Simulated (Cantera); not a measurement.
Cantera run:

```python
import numpy as np
import cantera as ct

gas_names = """
    Br Br2 H HBr H2 Si SiBr SiBr2 SiBr3 SiBr4 SiH SiHBr3 SiH2 SiH2Br2 SiH3 SiH3Br SiH4 Si2 Si3
""".split()
cond_names = """
    Br2(cr) Br2(L) Si(cr) Si(L)
""".split()


# ... load() reads the species with a 1 bar reference pressure and builds the phases ...
atoms = {
    'Si': {'Si': 1},
    'HBr': {'H': 1, 'Br': 1},
}
top_T = {}  # K; cautious upper limits of use, not melting points


# ... equilibrate(T, P, feed) seeds the gas with the atoms and calls Mixture.equilibrate('TP', solver="vcs", rtol=1e-11, max_steps=5000) ...
results = []
feed = {'Si': 1, 'HBr': 2.3}  # mol
P = 10000  # Pa
for T in [798, 848, 898, 948, 998, 1048, 1098]:
    mix = equilibrate(T, P, feed)
    results.append((T, P, feed, dict(zip(mix.species_names, mix.species_moles))))

top = {s: max(r[3][s] / sum(r[3][g] for g in gas_names) for r in results) for s in gas_names}
cols = sorted((s for s in top if top[s] > 1e-05), key=lambda s: -top[s])[:8]
seen = [c for c in cond_names if any(r[3].get(c, 0) > 1e-12 for r in results)]
print("log10 of partial pressures in bar; condensed amounts in mol")
print(f"{'T/K':>10s}" + "".join(f"{s[:9]:>10s}" for s in cols + seen))
for T, P, feed, n in results:
    ng = sum(n[g] for g in gas_names)
    print(f"{T:10.4g}" + "".join(f"{np.log10(max(n[s] / ng * P / 1e5, 1e-99)):10.3f}" for s in cols)
          + "".join(f"{n.get(c, 0):10.4g}" for c in seen))
```

Output:

```
log10 of partial pressures in bar; condensed amounts in mol
       T/K        H2     SiBr4       HBr    SiHBr3     SiBr2     SiBr3   SiH2Br2    Si(cr)
       798    -1.183    -1.495    -3.214    -2.778    -5.498    -5.116    -4.393    0.4201
       848    -1.185    -1.498    -2.965    -2.761    -4.915    -4.702    -4.353    0.4216
       898    -1.188    -1.502    -2.746    -2.747    -4.398    -4.336    -4.320    0.4241
       948    -1.193    -1.509    -2.552    -2.738    -3.939    -4.011    -4.295    0.4274
       998    -1.200    -1.518    -2.380    -2.734    -3.529    -3.722    -4.277    0.4312
      1048    -1.209    -1.532    -2.228    -2.737    -3.162    -3.466    -4.266    0.4349
      1098    -1.221    -1.553    -2.093    -2.747    -2.833    -3.239    -4.265    0.4367
```

Method: chemical equilibrium by Gibbs-energy minimisation in Cantera with the NASA 1993 tables (ideal gas, pure condensed phases). The tables' values for SiBr3 are old estimates; treat these amounts as uncertain.
